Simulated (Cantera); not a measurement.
# NO annealing gas

A perfectly stirred reactor is fed with NO : N2 = 1 : 9 (molar parts), at 0.207 atm; it is held at 2100 K, and followed from long to short residence time.

Model: GRI-Mech 3.0 (53 species, 325 reactions), integrated in Cantera.

```json
[
 {"τ (s)": "6.7", "x NO": "0.0237", "x O": "0.000598", "x NO2": "6.78e-6", "x O2": "0.0378", "x N2O": "3.63e-7", "x N2": "0.938"},
 {"τ (s)": "3.0", "x NO": "0.0395", "x O": "0.000536", "x NO2": "1.01e-5", "x O2": "0.0300", "x N2O": "7.91e-7", "x N2": "0.930"},
 {"τ (s)": "1.3", "x NO": "0.0619", "x O": "0.000434", "x NO2": "1.27e-5", "x O2": "0.0188", "x N2O": "1.81e-6", "x N2": "0.919"},
 {"τ (s)": "0.57", "x NO": "0.0818", "x O": "0.000316", "x NO2": "1.20e-5", "x O2": "0.00891", "x N2O": "3.16e-6", "x N2": "0.909"},
 {"τ (s)": "0.25", "x NO": "0.0927", "x O": "0.000226", "x NO2": "9.55e-6", "x O2": "0.00351", "x N2O": "4.10e-6", "x N2": "0.904"},
 {"τ (s)": "0.11", "x NO": "0.0971", "x O": "0.000172", "x NO2": "7.50e-6", "x O2": "0.00133", "x N2O": "4.53e-6", "x N2": "0.901"},
 {"τ (s)": "0.048", "x NO": "0.0989", "x O": "0.000137", "x NO2": "6.03e-6", "x O2": "0.000477", "x N2O": "4.67e-6", "x N2": "0.900"},
 {"τ (s)": "0.021", "x NO": "0.0996", "x O": "0.000103", "x NO2": "4.61e-6", "x O2": "0.000152", "x N2O": "4.65e-6", "x N2": "0.900"},
 {"τ (s)": "0.0092", "x NO": "0.0998", "x O": "6.48e-5", "x NO2": "2.93e-6", "x O2": "3.82e-5", "x N2O": "4.45e-6", "x N2": "0.900"}
]
```
x: mole fraction; the columns are a selection and need not sum to one.
